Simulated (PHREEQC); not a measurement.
A column of 0.2 m (30 cells, dispersivity 0.007 m, 60 s a shift, diffusion coefficient 3e-10 m²/s) holds 0.038 eq of the database's cation exchanger X per kg of pore water, first in equilibrium with 0.00064 mol/kgw MgSO4 and 1e-05 mol/kgw HCl. It is flushed with 15 mmol/kgw MgSO4, 0.63 mmol/kgw CaCl2 and 0.01 mmol/kgw HCl, at 25 °C. Values are for the last cell. The system is closed to CO2. No solid was allowed to form.

Equilibrium calculation in PHREEQC: ion-association model, phreeqc.dat.

Predict Ca in solution (mol/kgw), CaX2 on the exchanger (mol/kgw) at pore volumes = 1.183, 1.85, 2.017, 3.017, 3.683.


```tsv
pore volumes	Ca in solution (mol/kgw)	CaX2 on the exchanger (mol/kgw)
1.183	7.44e-8	1.99e-7
1.85	3.21e-5	6.83e-5
2.017	5.93e-5	0.000126
3.017	0.000341	0.000711
3.683	0.000495	0.00103
```
